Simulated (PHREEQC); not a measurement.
Consider water at 20 °C and 100 atm with 0.032 mol/kgw H3BO3. Closed to the air; pH follows from the charge balance.

Computed with PHREEQC (ion-association model, phreeqc.dat).

| quantity | before | after |
|---|---|---|
| pH | 5.35 | 5.15 |
| ionic strength (mol/kgw) | 4.45e-6 | 7.08e-6 |
| H2BO3- (mol/kgw) | 4.44e-6 | 7.04e-6 |

Problem. What was changed between the two runs?
A) diluted 5-fold with water
B) temperature from 20 to 80 °C
C) H3BO3 from 0.032 to 0.016 mol/kgw
D) H3BO3 from 0.032 to 0.0288 mol/kgw
E) 0.0016 mol/kgw NaCl added

Solution. B, temperature from 20 to 80 °C

No solid was allowed to form. Under pressure, the constants of complexes without a molar volume in the database are unreliable. Constants without temperature data keep their 25 °C values here.
